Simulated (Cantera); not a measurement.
Mixture: CH4 : H2 : O2 : N2 = 1 : 0.03 : 1.44 : 5.41 (molar parts), equivalence ratio 1.4, at 750 Torr, adiabatic and at constant pressure. Ignition delay is the time to a rise of 400 K.

Detailed kinetics in Cantera: GRI-Mech 3.0 (53 species, 325 reactions).

Q: What does this change do: N2 5.41 to 12 parts?

A: 
```csv
quantity,before,after
delay at 1300 K,10.9 ms,24.4 ms
delay at 1375 K,4.46 ms,9.74 ms
delay at 1450 K,1.94 ms,4.08 ms
delay at 1525 K,0.908 ms,1.82 ms
delay at 1600 K,0.462 ms,0.883 ms
delay at 1675 K,0.254 ms,0.466 ms
delay at 1750 K,0.150 ms,0.266 ms
apparent activation energy between 1600 and 1750 K,170 kJ/mol,190 kJ/mol
```

Q: What does this change do: pressure from 750 Torr to 18000 Torr?

A: 
| quantity | before | after |
|---|---|---|
| delay at 1300 K | 10.9 ms | 0.477 ms |
| delay at 1375 K | 4.46 ms | 0.243 ms |
| delay at 1450 K | 1.94 ms | 0.126 ms |
| delay at 1525 K | 0.908 ms | 66.6 µs |
| delay at 1600 K | 0.462 ms | 36.0 µs |
| delay at 1675 K | 0.254 ms | 20.0 µs |
| delay at 1750 K | 0.150 ms | 11.4 µs |
| apparent activation energy between 1600 and 1750 K | 170 kJ/mol | 180 kJ/mol |
The pressure lies above the range GRI-Mech 3.0 was tuned for (to about 10 atm).
